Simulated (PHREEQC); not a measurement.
**Silver or lead bath: speciation**

Solution (20 °C): 0.038 mol AgNO3 and 0.00015 mol NaCl per kg of water. It is in equilibrium with CO2 at log p = -2 (atm). Otherwise closed; pH follows from the charge balance.

All values are PHREEQC results (ion-association model, wateq4f.dat), not measurements.

Precipitation was switched off in this run.

### Question
Predict the pH.

### Answer
pH 4.89.

### Question
In which forms is C present?

### Answer
CO2 96 %, HCO3- 3.7 % of the C.

Examples of supersaturated solids here: Cerargyrite. Others may be too.
